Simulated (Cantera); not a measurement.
An isothermal, constant-pressure homogeneous reactor starts with 5.03 % H2, 95.0 % O2, equivalence ratio 0.026, at 1048 K and 3700 Pa.

Model: GRI-Mech 3.0 (53 species, 325 reactions), integrated in Cantera. Radical loss at walls, strong at low pressure, is not modelled. The temperature is held fixed by assumption; the heat of reaction is taken as removed at once.

x: mole fraction; the columns are a selection and need not sum to one.

| t (s) | x H2 | x O2 | x HO2 | x O | x OH | x H2O | x H2O2 |
|---|---|---|---|---|---|---|---|
| 0.000200 | 0.0503 | 0.950 | 9.58e-10 | 1.77e-9 | 9.71e-10 | 2.08e-9 | <1e-12 |
| 0.000638 | 0.0503 | 0.950 | 1.03e-8 | 2.02e-7 | ___ | 3.22e-7 | 4.07e-12 |
| 0.00204 | 0.0132 | 0.928 | 1.73e-5 | 0.0139 | ___ | 0.0300 | 9.57e-7 |
| 0.00650 | 0.000353 | 0.942 | 1.14e-5 | 0.00572 | ___ | 0.0501 | 3.05e-7 |
| 0.0208 | 3.97e-5 | 0.948 | 4.23e-6 | 0.000694 | ___ | 0.0514 | 2.16e-7 |
| 0.0662 | 3.89e-6 | 0.948 | 9.86e-7 | 7.46e-5 | ___ | 0.0516 | 1.10e-7 |
| 0.211 | 4.33e-7 | 0.948 | 1.90e-7 | 9.99e-6 | ___ | 0.0516 | 4.07e-8 |
| 0.675 | 6.55e-8 | 0.948 | 4.02e-8 | 1.82e-6 | ___ | 0.0516 | 1.32e-8 |
| 2.15 | 1.34e-8 | 0.948 | 9.96e-9 | 4.16e-7 | ___ | 0.0516 | 4.16e-9 |
| 6.87 | 3.32e-9 | 0.948 | 2.97e-9 | 1.09e-7 | ___ | 0.0516 | 1.31e-9 |
| 21.9 | 9.16e-10 | 0.948 | 1.36e-9 | 3.11e-8 | ___ | 0.0516 | 4.14e-10 |
| 70.0 | 2.79e-10 | 0.948 | 1.30e-9 | 9.60e-9 | ___ | 0.0516 | 1.36e-10 |

**Question.** What belongs in the gaps?

**Answer.** 
- 0.000638, x OH: 1.04e-7
- 0.00204, x OH: 0.00381
- 0.00650, x OH: 0.000984
- 0.0208, x OH: 0.000309
- 0.0662, x OH: 0.000102
- 0.211, x OH: 3.77e-5
- 0.675, x OH: 1.61e-5
- 2.15, x OH: 7.70e-6
- 6.87, x OH: 3.94e-6
- 21.9, x OH: 2.10e-6
- 70.0, x OH: 1.16e-6
